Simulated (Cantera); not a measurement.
Feed: 1 mol Fe, 0.12 mol Cl2, 4.1 mol H2, at 0.100 bar.

These are equilibrium values from Cantera (NASA tables, ideal gas, pure condensed phases), not measurements of a reactor. Candidate condensed phases: Fe, FeCl2, FeCl3; 11 gas species. Equilibrium is a limit: real reactors are often held back by kinetics, nucleation or transport.

**Question.** Which condensed phases are stable at each of these points (T (K)): 1050, 1100, 1150, 1200, 1250, 1300, 1350, 1400?

**Answer.** 
```
T (K)  condensed phases  Fe condensed (%)
-----  ----------------  ----------------
1050              Fe(α)              99.7
1100              Fe(α)              99.6
1150              Fe(α)              99.6
1200              Fe(γ)              99.5
1250              Fe(γ)              99.4
1300              Fe(γ)              99.4
1350              Fe(γ)              99.3
1400              Fe(γ)              99.2
```

From 1050 K to 1150 K the condensed part is Fe(α). From 1200 K to 1400 K the condensed part is Fe(γ).
